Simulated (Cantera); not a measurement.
What does this Cantera script print?

```python
import numpy as np
import cantera as ct

gas_names = """
    B BH BH2 BH3 BN B2 H H2 N NH NH2 NH3 N2 N2H2 N2H4
""".split()
cond_names = """
    B(b) B(L) BN(s)
""".split()


# ... load() reads the species with a 1 bar reference pressure and builds the phases ...
atoms = {
    'B': {'B': 1},
    'NH3': {'N': 1, 'H': 3},
    'H2': {'H': 2},
}
top_T = {'BN(s)': 3200}  # K; cautious upper limits of use, not melting points


# ... equilibrate(T, P, feed) seeds the gas with the atoms and calls Mixture.equilibrate('TP', solver="vcs", rtol=1e-11, max_steps=5000) ...
results = []
feed = {'B': 1, 'NH3': 17, 'H2': 4.4}  # mol
T = 1900  # K
P = 10  # Pa
mix = equilibrate(T, P, feed)
results.append((T, P, feed, dict(zip(mix.species_names, mix.species_moles))))
print(gas.report(threshold=0.0001))
for i in range(1, mix.n_phases):
    print(f"{mix.phase(i).name:16s} {mix.phase_moles(i):12.5e} mol")
```

It prints:

```
       temperature   1900 K
          pressure   10 Pa
           density   4.7553e-06 kg/m^3
  mean mol. weight   7.5122 kg/kmol
   phase of matter   gas

                          1 kg             1 kmol
                     ---------------   ---------------
          enthalpy        8.5123e+06        6.3946e+07  J
   internal energy        6.4094e+06        4.8149e+07  J
           entropy             37392        2.8089e+05  J/K
    Gibbs function       -6.2532e+07       -4.6975e+08  J
 heat capacity c_p            4445.5             33395  J/K
 heat capacity c_v            3338.7             25081  J/K

                      mass frac. Y      mole frac. X     chem. pot. / RT
                     ---------------   ---------------   ---------------
                 B        0.00033217        0.00023083           -3.1127
               BH2        0.00031339        0.00018355           -31.972
                 H         0.0090255          0.067263            -14.43
                H2           0.19281           0.71846           -28.859
                N2            0.7975           0.21386           -37.522
     [  +10 minor]        1.5801e-05        8.3177e-06

B(b)              9.83200e-01 mol
BN(s)             0.00000e+00 mol
```

These are equilibrium values from Cantera (NASA tables, ideal gas, pure condensed phases), not measurements of a reactor. The tables' values for BH2 are old estimates; treat these amounts as uncertain.
